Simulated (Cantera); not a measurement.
Mixture: CO : H₂ : O₂ : N₂ = 1 : 0.14 : 1.39 : 5.23 (molar parts), at 0.510 bar, adiabatic and at constant volume. Ignition delay is the time to a rise of 400 K.

Cantera simulation using GRI-Mech 3.0 (53 species, 325 reactions); the numbers are that mechanism's predictions, not measurements. Where the delays flatten at high temperature, the 400 K rule measures the pace of heat release, not the induction time.

Task: What does this change do: H2 0.14 to 0.28 parts?

Result: 
```csv
quantity,before,after
delay at 1100 K,0.471 ms,0.321 ms
delay at 1175 K,0.355 ms,0.236 ms
delay at 1250 K,0.297 ms,0.193 ms
delay at 1325 K,0.267 ms,0.171 ms
delay at 1400 K,0.254 ms,0.161 ms
delay at 1475 K,0.254 ms,0.159 ms
delay at 1550 K,0.265 ms,0.165 ms
```

Task: What does this change do: H2 0.14 to 0.048 parts?

Result: 
```
quantity           before     after
---------------  --------  --------
delay at 1100 K  0.471 ms  0.868 ms
delay at 1175 K  0.355 ms  0.657 ms
delay at 1250 K  0.297 ms  0.553 ms
delay at 1325 K  0.267 ms  0.501 ms
delay at 1400 K  0.254 ms  0.479 ms
delay at 1475 K  0.254 ms  0.477 ms
delay at 1550 K  0.265 ms  0.494 ms
```
